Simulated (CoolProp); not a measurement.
Oxygen along the isotherm -174.55 °C: density (kg/m³) from the reference equation and from simpler models built on Tc = -118.6 °C, pc = 5.046 MPa, ω = 0.022; each cubic takes its own stable root.

The numbers come from the reference Helmholtz-energy equation of state, Schmidt 1985 in CoolProp.

```
p (MPa)   phase  reference
-------  ------  ---------
0.00798     gas     0.3121
0.0135      gas     0.5286
0.0227      gas     0.8909
0.0384      gas      1.513
0.0647      gas      2.566
0.109       gas      4.371
0.184       gas      7.529
0.311    liquid       1099
0.525    liquid       1099
0.886    liquid       1100
1.5      liquid       1102
2.52     liquid       1104
```

### Question
How far does each simpler model (van der Waals, Redlich-Kwong, Soave-Redlich-Kwong, Peng-Robinson) lie from the reference over these 12 states: mean and median of the absolute difference, and the worst?

### Answer
- van der Waals: mean 24.5 %, median 1.2 %, worst -98.8 % at -174.55 °C and 0.311 MPa
- Redlich-Kwong: mean 0.3 %, median 0.1 %, worst +0.7 % at -174.55 °C and 2.52 MPa
- Soave-Redlich-Kwong: mean 0.2 %, median 0.2 %, worst -0.5 % at -174.55 °C and 0.311 MPa
- Peng-Robinson: mean 5.2 %, median 0.1 %, worst +12.6 % at -174.55 °C and 2.52 MPa

At some of these states van der Waals gives the other phase, because its saturation line lies elsewhere.
